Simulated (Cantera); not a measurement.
A diamond (100) surface in a fixed gas of H2 with x(CH4) = 0.0046, x(H) = 0.0029, at 1323 K, 48.8 Torr; coverages are run to steady state.

Cantera simulation using the Harris–Goodwin 1993 mechanism for the reconstructed diamond (100) surface; the numbers are that mechanism's predictions, not measurements.

θ: site fractions in the mechanism's names (c6HH fully hydrogenated, c6H* and c6*H radical sites, c6** diradical, c6HM methylated).

| x(CH3) | growth (µm/h) | θ c6HH | θ c6H* | θ c6*H | θ c6** | θ c6HM |
|---|---|---|---|---|---|---|
| 1e-06 | … | 0.384 | 0.0509 | 0.523 | 0.0421 | 1.87e-6 |
| 2.9e-06 | … | 0.384 | 0.0509 | 0.523 | 0.0421 | 5.43e-6 |
| 8.2e-06 | … | 0.384 | 0.0509 | 0.523 | 0.0420 | 1.53e-5 |
| 2.3e-05 | … | 0.384 | 0.0509 | 0.523 | 0.0420 | 4.30e-5 |
| 6.6e-05 | … | 0.384 | 0.0509 | 0.523 | 0.0419 | 0.000123 |
| 0.00019 | … | 0.384 | 0.0508 | 0.523 | 0.0415 | 0.000354 |
| 0.00054 | … | 0.383 | 0.0507 | 0.521 | 0.0405 | 0.000994 |
| 0.0015 | … | 0.382 | 0.0504 | 0.518 | 0.0380 | 0.00269 |
| 0.0044 | … | 0.378 | 0.0496 | 0.510 | 0.0319 | 0.00737 |

Task: Some entries are withheld; supply them.

Result: 
- 1e-06, growth (µm/h): 0.0112
- 2.9e-06, growth (µm/h): 0.0326
- 8.2e-06, growth (µm/h): 0.0921
- 2.3e-05, growth (µm/h): 0.258
- 6.6e-05, growth (µm/h): 0.738
- 0.00019, growth (µm/h): 2.11
- 0.00054, growth (µm/h): 5.87
- 0.0015, growth (µm/h): 15.4
- 0.0044, growth (µm/h): 39.0
